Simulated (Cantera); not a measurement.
A freely propagating, adiabatic, planar premixed flame of 14.2 % CH₄, 21.9 % O₂, 61.4 % N₂, 2.28 % H₂O, 0.157 % H₂, equivalence ratio 1.3, unburnt at 525 K and 28000 Pa; mixture-averaged transport, grid criteria slope 0.08 and curve 0.16, no radiation.

Model: GRI-Mech 3.0 (53 species, 325 reactions), integrated in Cantera. Burning velocities carry a grid error of a few per cent, more on coarse grids.

x: mole fraction of selected species; z is measured from the peak of heat release.

| z (mm) | T (K) | u (m/s) | x CH₄ | x O₂ | x H₂O | x C₂H | x NO | x NO₂ |
|---|---|---|---|---|---|---|---|---|
| -2.83 | 525 | 1.47 | 0.142 | 0.219 | 0.0228 | <1e-8 | <1e-8 | <1e-8 |
| -1.89 | 526 | 1.48 | 0.141 | 0.218 | 0.0229 | <1e-8 | <1e-8 | <1e-8 |
| -1.41 | 533 | 1.51 | 0.140 | 0.217 | 0.0236 | <1e-8 | 2.02e-8 | <1e-8 |
| -0.943 | 606 | 1.74 | 0.133 | 0.210 | 0.0315 | <1e-8 | 3.09e-7 | 2.53e-8 |
| -0.471 | 1092 | 3.22 | 0.0926 | 0.167 | 0.0835 | <1e-8 | 3.80e-6 | 1.82e-8 |
| -0.236 | 1539 | 4.63 | 0.0497 | 0.115 | 0.135 | 8.78e-8 | 9.30e-6 | 1.48e-8 |
| 0 | ? | 5.89 | ? | ? | ? | ? | ? | <1e-8 |
| 0.236 | 2116 | 6.50 | ? | ? | 0.209 | ? | ? | <1e-8 |
| 0.471 | 2170 | 6.66 | 0.000168 | 0.0118 | 0.218 | 9.40e-7 | 5.13e-5 | <1e-8 |
| 0.943 | 2191 | 6.70 | 1.15e-6 | 0.00516 | 0.219 | 1.78e-8 | 6.78e-5 | <1e-8 |
| 1.89 | 2206 | 6.72 | <1e-8 | 0.00393 | 0.218 | <1e-8 | 7.68e-5 | <1e-8 |
| 3.77 | 2225 | 6.77 | <1e-8 | 0.00350 | 0.219 | <1e-8 | 8.30e-5 | <1e-8 |
| 7.54 | 2253 | 6.84 | <1e-8 | 0.00293 | 0.221 | <1e-8 | 9.35e-5 | <1e-8 |

Q: What belongs in the gaps?

A: 
- 0, T (K): 1927
- 0, x CH₄: 0.0139
- 0, x O₂: 0.0597
- 0, x H₂O: 0.183
- 0, x C₂H: 2.01e-6
- 0, x NO: 1.97e-5
- 0.236, x CH₄: 0.00190
- 0.236, x O₂: 0.0258
- 0.236, x C₂H: 3.30e-6
- 0.236, x NO: 3.57e-5
